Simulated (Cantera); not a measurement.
What does this Cantera script print?

```python
import numpy as np
import cantera as ct

gas = ct.Solution("gri30.yaml")
gas.TPX = 575, 56000, {'CH4': 1, 'O2': 4.35, 'N2': 25.7, 'CO2': 1.9}
inlet = ct.Reservoir(gas, clone=True)
gas.equilibrate("HP")  # start burning
reactor = ct.IdealGasConstPressureReactor(gas, energy="on", clone=False)
exhaust = ct.Reservoir(gas, clone=True)
tau = [0.43, 0.14, 0.048, 0.016, 0.0053, 0.0018, 0.0006, 0.0002, 6.7e-05, 2.2e-05, 7.4e-06][0]
for a, b in ((inlet, reactor), (reactor, exhaust)):
    ct.MassFlowController(a, b, mdot=lambda t: reactor.mass / tau)
net = ct.ReactorNet([reactor])
show = ['CH4', 'O2', 'CO2', 'C2H', 'C2H4', 'NO', 'HCN']

rows = []
print(f"{'tau/s':>10s}{'T/K':>9s}" + "".join(f"{s:>11s}" for s in show))
for tau in [0.43, 0.14, 0.048, 0.016, 0.0053, 0.0018, 0.0006, 0.0002, 6.7e-05, 2.2e-05, 7.4e-06]:
    net.initial_time = 0.0
    net.advance(30 * tau)
    before = gas.X
    net.advance(40 * tau)
    drift = np.max(np.abs(gas.X - before) / (gas.X + 1e-9))
    rows.append([gas.T, *gas[show].X, drift])
    print(f"{tau:10.3e}{gas.T:9.1f}" + "".join(f"{x:11.3e}" for x in gas[show].X))
```

Result:

```
     tau/s      T/K        CH4         O2        CO2        C2H       C2H4         NO        HCN
 4.300e-01   1271.9  3.672e-05  7.153e-02  8.758e-02  5.008e-14  4.367e-08  2.722e-07  2.666e-10
 1.400e-01   1266.7  7.900e-05  7.183e-02  8.705e-02  8.824e-14  8.598e-08  1.703e-07  3.033e-10
 4.800e-02   1255.7  1.711e-04  7.249e-02  8.591e-02  1.412e-13  1.658e-07  1.113e-07  4.857e-10
 1.600e-02    575.0  3.035e-02  1.320e-01  5.766e-02  2.243e-46  3.251e-18  4.631e-23  1.909e-23
 5.300e-03    575.0  3.035e-02  1.320e-01  5.766e-02  2.476e-48  2.116e-21  3.014e-26  1.242e-26
 1.800e-03    575.0  3.035e-02  1.320e-01  5.766e-02  3.021e-50  1.070e-22  1.524e-27  6.281e-28
 6.000e-04    575.0  3.035e-02  1.320e-01  5.766e-02  6.795e-52  6.756e-24  9.624e-29  3.967e-29
 2.000e-04    575.0  3.035e-02  1.320e-01  5.766e-02  1.481e-53  4.267e-25  6.079e-30  2.506e-30
 6.700e-05    575.0  3.035e-02  1.320e-01  5.766e-02  3.016e-55  2.696e-26  3.840e-31  1.583e-31
 2.200e-05    575.0  3.035e-02  1.320e-01  5.766e-02  5.733e-57  1.703e-27  2.425e-32  9.999e-33
 7.400e-06    575.0  3.035e-02  1.320e-01  5.766e-02  9.179e-59  1.076e-28  1.532e-33  6.316e-34
```

Detailed kinetics in Cantera: GRI-Mech 3.0 (53 species, 325 reactions).
